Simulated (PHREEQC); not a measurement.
1 kg of water holding 0.16 mol/kgw NaCl and 0.26 mol/kgw KCl is evaporated at 40 °C; the solids stay in contact with the brine. The system is closed to CO2. The run lets Halite, Sylvite precipitate or redissolve, and no other solid.

Base run: PHREEQC, Pitzer model, pitzer.dat. Each further column changes one thing. The table gives water activity.

```
H2O removed (mol)   base  temperature from 40 to 5 °C  temperature from 40 to 75 °C
-----------------  -----  ---------------------------  ----------------------------
0                  0.986                        0.986                         0.986
18.01              0.980                        0.980                         0.980
30.18              0.970                        0.971                         0.970
38.4               0.956                        0.957                         0.956
43.95              0.934                            ?                         0.934
47.7               0.900                        0.904                         0.900
50.23              0.848                        0.854                         0.848
52.58              0.763                            ?                         0.725
53.53              0.725                        0.769                             ?
54.17              0.711                        0.736                         0.686
54.6               0.711                        0.736                         0.686
54.9               0.711                        0.736                         0.686
55.09              0.711                        0.736                         0.686
55.23              0.711                        0.736                         0.686
```

**Question.** What belongs in the gaps?

**Answer.** 
- 43.95, temperature from 40 to 5 °C: 0.936
- 52.58, temperature from 40 to 5 °C: 0.813
- 53.53, temperature from 40 to 75 °C: 0.692

Away from 25 °C the constants follow the database's enthalpies or fits; those with neither stay at their 25 °C values.
